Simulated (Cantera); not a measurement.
Charge: 1 mol Al(CH₃)₃, 0.58 mol N₂O, 110 mol N₂, equilibrated at 1000 Pa.

These are equilibrium values from Cantera (NASA tables, ideal gas, pure condensed phases), not measurements of a reactor. Candidate condensed phases: Al, AlN, Al₂O₃, C, C₆H₆, C₇H₈, C₈H₁₈, H₂O; 148 gas species. The feed counts by its element totals alone. Mutual solubility and eutectic melting of coexisting phases are not modelled. The numbers say what is thermodynamically allowed, not how fast it happens.

x: gas mole fraction; n: condensed amount in mol.

```json
[
 {"T (°C)": "927", "x N₂": "0.958", "x H₂": "0.0391", "x CO": "0.00304", "x HCN": "…", "n AlN(s)": "0.847", "n Al₂O₃(s)": "0.0767", "n C(graphite)": "2.65"},
 {"T (°C)": "977", "x N₂": "0.956", "x H₂": "0.0391", "x CO": "0.00504", "x HCN": "…", "n AlN(s)": "1.00", "n Al₂O₃(s)": "0", "n C(graphite)": "2.42"},
 {"T (°C)": "1027", "x N₂": "0.956", "x H₂": "0.0391", "x CO": "0.00504", "x HCN": "…", "n AlN(s)": "1.00", "n Al₂O₃(s)": "0", "n C(graphite)": "2.42"},
 {"T (°C)": "1077", "x N₂": "0.956", "x H₂": "0.0390", "x CO": "0.00504", "x HCN": "…", "n AlN(s)": "1.00", "n Al₂O₃(s)": "0", "n C(graphite)": "2.41"},
 {"T (°C)": "1127", "x N₂": "0.956", "x H₂": "0.0390", "x CO": "0.00504", "x HCN": "…", "n AlN(s)": "1.00", "n Al₂O₃(s)": "0", "n C(graphite)": "2.41"},
 {"T (°C)": "1177", "x N₂": "0.956", "x H₂": "0.0390", "x CO": "0.00504", "x HCN": "…", "n AlN(s)": "1.000", "n Al₂O₃(s)": "0", "n C(graphite)": "2.40"},
 {"T (°C)": "1227", "x N₂": "0.956", "x H₂": "0.0390", "x CO": "0.00504", "x HCN": "…", "n AlN(s)": "1.000", "n Al₂O₃(s)": "0", "n C(graphite)": "2.40"},
 {"T (°C)": "1277", "x N₂": "0.956", "x H₂": "0.0389", "x CO": "0.00504", "x HCN": "…", "n AlN(s)": "1.000", "n Al₂O₃(s)": "0", "n C(graphite)": "2.39"},
 {"T (°C)": "1327", "x N₂": "0.956", "x H₂": "0.0388", "x CO": "0.00504", "x HCN": "…", "n AlN(s)": "1.000", "n Al₂O₃(s)": "0", "n C(graphite)": "2.37"}
]
```

**Question.** Fill in the missing entries.

**Answer.** 
- 927, x HCN: 1.44e-5
- 977, x HCN: 2.45e-5
- 1027, x HCN: 4.00e-5
- 1077, x HCN: 6.29e-5
- 1127, x HCN: 9.58e-5
- 1177, x HCN: 0.000142
- 1227, x HCN: 0.000204
- 1277, x HCN: 0.000287
- 1327, x HCN: 0.000394
